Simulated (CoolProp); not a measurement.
A single-stage vapour-compression cycle with the fluid: evaporating at 205.15 K (dew point), condensing at 272.15 K (bubble point), superheat 2 K, subcooling 8 K, compressor efficiency 0.7, no pressure losses. The same conditions are run with several fluids, on thermodynamics alone (safety and materials aside).

Computed with CoolProp (reference Helmholtz-energy equation of state of each fluid (ethylene: Smukala 2000; C3F8 (R218): Lemmon 2006; nitrous oxide: Lemmon 2006; R143a: Lemmon and Jacobsen 2000; R115: Lemmon 2016)).

| fluid | cooling COP | pressure ratio | discharge temperature (K) | refrigerating effect (kJ/kg) | volumetric capacity (kJ/m³) |
|---|---|---|---|---|---|
| ethylene | (withheld) | 7.16 | 354.3 | 252 | 2570 |
| C3F8 (R218) | (withheld) | 21.1 | 274.8 | 59.5 | 126 |
| nitrous oxide | 1.51 | 10.1 | 400.4 | 241 | (withheld) |
| R143a | (withheld) | 17.8 | 326.9 | 162 | 273 |
| R115 | (withheld) | 18.9 | 292.7 | 81.3 | (withheld) |

**Question.** Fill in the missing entries.

**Answer.** 
- ethylene, cooling COP: 1.34
- C3F8 (R218), cooling COP: 1.44
- nitrous oxide, volumetric capacity (kJ/m³): 1950
- R143a, cooling COP: 1.67
- R115, cooling COP: 1.59
- R115, volumetric capacity (kJ/m³): 167
